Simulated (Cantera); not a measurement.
## Adiabatic ignition

An adiabatic, constant-pressure homogeneous reactor starts with CH3OH : O2 : N2 = 1 : 0.938 : 6.19 (molar parts), at 1200 K and 10.0 bar.

Detailed kinetics in Cantera: GRI-Mech 3.0 (53 species, 325 reactions). GRI-Mech 3.0 was tuned for natural gas; its chemistry of methanol as a main component is partial and can be far from experiment.

| t (s) | T (K) | x CH3OH | x O2 | x CH2CO | x C2H4 | x H2O |
|---|---|---|---|---|---|---|
| 9.00e-6 | 1200 | 0.123 | 0.115 | <1e-12 | <1e-12 | 2.43e-7 |
| 2.05e-5 | 1200 | 0.123 | 0.115 | <1e-12 | <1e-12 | 5.54e-7 |
| 4.65e-5 | 1200 | 0.123 | 0.115 | <1e-12 | <1e-12 | 1.27e-6 |
| 0.000106 | 1200 | 0.123 | 0.115 | <1e-12 | 2.24e-12 | 3.03e-6 |
| 0.000240 | 1200 | 0.123 | 0.115 | <1e-12 | 5.00e-12 | 9.05e-6 |
| 0.000545 | 1200 | 0.123 | 0.115 | 3.26e-12 | 1.07e-11 | 4.83e-5 |
| 0.00124 | 1203 | 0.121 | 0.114 | 8.69e-11 | 2.58e-11 | 0.00125 |
| 0.00281 | 2253 | <1e-12 | 2.42e-6 | <1e-12 | <1e-12 | 0.164 |
| 0.00640 | 2252 | <1e-12 | 2.42e-6 | <1e-12 | <1e-12 | 0.164 |
| 0.0145 | 2252 | <1e-12 | 2.41e-6 | <1e-12 | <1e-12 | 0.164 |
| 0.0330 | 2252 | <1e-12 | 2.41e-6 | <1e-12 | <1e-12 | 0.164 |
| 0.0750 | 2252 | <1e-12 | 2.41e-6 | <1e-12 | <1e-12 | 0.164 |
| 0.170 | 2252 | <1e-12 | 2.41e-6 | <1e-12 | <1e-12 | 0.164 |
| 0.387 | 2252 | <1e-12 | 2.41e-6 | <1e-12 | <1e-12 | 0.164 |
| 0.880 | 2252 | <1e-12 | 2.41e-6 | <1e-12 | <1e-12 | 0.164 |
| 2.00 | 2252 | <1e-12 | 2.41e-6 | <1e-12 | <1e-12 | 0.164 |
x: mole fraction; the columns are a selection and need not sum to one.

```yaml
time_of_steepest_temperature_rise: 1.53 ms
temperature at 2.00 s: 2252 K
equilibrium_temperature: 2252 K
x(CH3OH) at 2.00 s: <1e-12 (gas-phase equilibrium <1e-12)
x(O2) at 2.00 s: 2.41e-6 (gas-phase equilibrium 2.41e-6)
x(CH2CO) at 2.00 s: <1e-12 (gas-phase equilibrium <1e-12)
```
